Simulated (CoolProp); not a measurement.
Vapour-liquid equilibrium of R134a (1) + R124 (2) at 18.05 °C; x and y are mole fractions of (1).

Computed with CoolProp (multi-fluid Helmholtz-energy mixture model, Tillner-Roth 1994 and de Vries 1995; pair parameters Bell 2016).

**Question.** Give the bubble pressure and the first vapour's composition at x = 0.05, 0.8, 0.95. Is there an azeotrope?

**Answer.** x = 0.05: 321.7 kPa, y = 0.089; x = 0.8: 501.1 kPa, y = 0.856; x = 0.95: 529.1 kPa, y = 0.964. No azeotrope shows between x = 0.05 and 0.95.

Pair parameters are fitted to limited data, so mixtures are less certain than the pure fluids.
